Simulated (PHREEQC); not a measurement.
A solution holds 0.11 mol/kgw H2SO4, 0.0067 mol/kgw FeCl3 and 0.00025 mol/kgw MgCl2, at 25 °C. Closed to the air; pH follows from the charge balance.

All values are PHREEQC results (ion-association model, phreeqc.dat), not measurements.

```csv
quantity,before,after
pH,0.97,0.92
ionic strength (mol/kgw),0.166,0.320
Fe+3 (mol/kgw),0.000282,0.00562
Mg+2 (mol/kgw),0.000168,0.000209
FeCl+2 (mol/kgw),5.70e-5,0.00922
FeOH+2 (mol/kgw),7.52e-6,0.000128
SI of Goethite (FeOOH),-0.50,+0.54
SI of Hematite (Fe2O3),+1.01,+3.10
```

Q: Name the change that produced these shifts.
A) diluted 2-fold with water
B) temperature from 25 to 35 °C
C) FeCl3 from 0.0067 to 0.067 mol/kgw
D) H2SO4 left out
E) FeCl3 from 0.0067 to 0.00603 mol/kgw

A: C, FeCl3 from 0.0067 to 0.067 mol/kgw

This is a speciation only: nothing precipitates in the calculation. Some of these states are supersaturated (in Hematite (slow to form), Goethite (slow to form), for instance).
